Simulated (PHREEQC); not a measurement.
City or well water (model solution)

Model water analysis in mg/L, 28 °C, pH 6.93, pe -0.3:

```
constituent           mg/L
------------------  ------
Na                    28.4
K                    0.474
Ca                    2.86
Mg                   0.529
Cl                    33.2
S(6) as SO4           1.04
Alkalinity as HCO3    32.3
Fe(2)               0.0295
```

Valence states are taken as typed.

Computed with PHREEQC (ion-association model, phreeqc.dat).

No solid was allowed to form.

**Question.** What specific conductance, charge-balance error does the model give?

**Answer.** specific conductance 175 µS/cm; charge-balance error -1.8 %.

**Question.** In which forms is Fe present?

**Answer.** Fe+2 95 %, FeHCO3+ 4.2 % of the Fe.

Species that the database lacks are ignored.
